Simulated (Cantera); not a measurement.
Charge: 1 mol Si₂Cl₆, 210 mol H₂, 1.7 mol HCl, held at 100 Torr.

Equilibrium computed with Cantera from the NASA thermochemical tables; the gas is ideal and each condensed phase is pure. Candidate condensed phases: Si; 19 gas species. The feed counts by its element totals alone. Equilibrium is a limit: real reactors are often held back by kinetics, nucleation or transport.

Over these rows the condensed part is Si(s). Partial pressures as log10 of bar:

| T (K) | 1000/T (1/K) | log p SiHCl₃ | log p H₂ | log p HCl |
|---|---|---|---|---|
| 973 | 1.0277 | -3.34 | -0.88 | -3.02 |
| 1048 | 0.9542 | -3.44 | -0.88 | -2.78 |
| 1123 | 0.8905 | -3.61 | -0.89 | -2.60 |
| 1198 | 0.8347 | -3.88 | -0.89 | -2.48 |
| 1273 | 0.7855 | ? | -0.89 | -2.43 |
| 1348 | 0.7418 | -4.69 | -0.89 | -2.41 |

Fit log p(SiHCl₃) = a + b·(1000/T) to the five rows, give the apparent enthalpy, and predict the row at 1273 K.

Means: 1000/T = 0.8898, log p = -3.792. Sxy = 0.222880, Sxx = 0.0481043, so b = 4.63 and a = -3.792 − (4.63)×0.8898 = -7.91.
Apparent enthalpy: −19.145 × (4.63) = -89 kJ/mol. With the condensed phases at unit activity, Si(s) + 3 HCl(g) = SiHCl₃(g) + H₂(g) links this pressure to the main gases: over the six rows their terms move log p by +1.84 in all, so the slope isn't that reaction's ΔH° alone. The five rows lie within 0.21 of the line; that is curvature, so one enthalpy describes this range poorly.
Prediction at 1273 K: -7.91 + (4.63)×0.7855 = -4.27. The computed value is -4.26, 0.01 from the line.
